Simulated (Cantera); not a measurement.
## Equilibrium for nitride etching: AlN + H₂

A closed system holds: 1 mol AlN, 26 mol H₂.

Equilibrium computed with Cantera from the NASA thermochemical tables; the gas is ideal and each condensed phase is pure. Candidate condensed phases: Al, AlN; 13 gas species. Equilibrium is a limit: real reactors are often held back by kinetics, nucleation or transport.

Stable condensed phases:

```
T in K \ P in Pa
              1    5.2     27    140    720   3700  19000 100000
   1673       A      A      B      B      B      B      B      B
   1598       A      B      B      B      B      B      B      B
   1523       B      B      B      B      B      B      B      B
   1448       B      B      B      B      B      B      B      B
   1373       B      B      B      B      B      B      B      B
   1298       B      B      B      B      B      B      B      B
   1223       B      B      B      B      B      B      B      B
   1148       B      B      B      B      B      B      B      B
   1073       B      B      B      B      B      B      B      B
    998       B      B      B      B      B      B      B      B
    923       B      B      B      B      B      B      B      B
    848       B      B      B      B      B      B      B      B
    773       B      B      B      B      B      B      B      B
```

A: gas only; B: AlN.
